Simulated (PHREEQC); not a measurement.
0.88 g of hydrous ferric oxide (600 m²/g; 0.2 weak and 0.005 strong sites per Fe, Dzombak-Morel constants, no electrostatic term) in 1 kg of water with 0.05 mol/kgw of an inert sodium salt and 0.00055 mol/kgw MnCl2 and 0.0016 mol/kgw PbCl2, at 25 °C; the pH is set by adding NaOH or the inert anion's acid. No oxygen is let in. No CO2 enters from the air. Nothing may precipitate in this run.

The series has 13 steps of pH, from 3 to 9.

The numbers come from PHREEQC with the ion-association model, wateq4f.dat.

Near which pH is half of the Mn sorbed, and on which side is more sorbed?

Near pH 7.8, with more sorbed at higher pH.

Near which pH is half of the Pb sorbed, and on which side is more sorbed?

Near pH 5.1, with more sorbed at higher pH.

Along this series the solution becomes supersaturated in solids that the run did not let form, among them Pb(OH)2. Complexes and solids missing from the database can't appear. The oxide is taken as insoluble; below pH 4 it would dissolve.
